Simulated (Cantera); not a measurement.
An isothermal, constant-pressure homogeneous reactor starts with CH₄ : CO₂ = 1 : 0.49 (molar parts), at 1750 K and 100.0 Torr.

Model: GRI-Mech 3.0 (53 species, 325 reactions), integrated in Cantera. GRI-Mech 3.0 stops at C3 and has no aromatics, soot or wall deposition, so with more carbon than oxygen in the feed, carbon stays in small species such as C2H2 where larger ones or solid carbon would form.

x: mole fraction; the columns are a selection and need not sum to one.

| t (s) | x CH₄ | x CO₂ | x CH₃ | x CH₂ | x CO | x C₂H₄ |
|---|---|---|---|---|---|---|
| 0.000200 | 0.668 | 0.329 | 0.00176 | ___ | 1.32e-5 | 0.000128 |
| 0.000462 | 0.662 | 0.328 | 0.00348 | ___ | 7.36e-5 | 0.00128 |
| 0.00107 | 0.632 | 0.323 | 0.00577 | ___ | 0.000603 | 0.00914 |
| 0.00247 | 0.522 | 0.303 | 0.00615 | ___ | 0.00401 | 0.0272 |
| 0.00570 | 0.361 | 0.258 | 0.00413 | ___ | 0.0153 | 0.0178 |
| 0.0132 | 0.220 | 0.201 | 0.00263 | ___ | 0.0435 | 0.00563 |
| 0.0304 | 0.111 | 0.124 | 0.00153 | ___ | 0.100 | 0.00178 |
| 0.0702 | 0.0448 | 0.0459 | 0.000776 | ___ | 0.171 | 0.000640 |
| 0.162 | 0.0212 | 0.0192 | 0.000423 | ___ | 0.211 | 0.000409 |
| 0.375 | 0.0158 | 0.0142 | 0.000303 | ___ | 0.243 | 0.000350 |
| 0.866 | 0.0115 | 0.00851 | 0.000208 | ___ | 0.280 | 0.000294 |
| 2.00 | 0.00701 | 0.00341 | 0.000122 | ___ | 0.311 | 0.000247 |

### Question
Fill in the missing entries.

### Answer

- 0.000200, x CH₂: 2.11e-7
- 0.000462, x CH₂: 7.61e-7
- 0.00107, x CH₂: 1.93e-6
- 0.00247, x CH₂: 2.50e-6
- 0.00570, x CH₂: 1.73e-6
- 0.0132, x CH₂: 1.27e-6
- 0.0304, x CH₂: 1.02e-6
- 0.0702, x CH₂: 8.55e-7
- 0.162, x CH₂: 6.33e-7
- 0.375, x CH₂: 4.26e-7
- 0.866, x CH₂: 2.55e-7
- 2.00, x CH₂: 1.31e-7
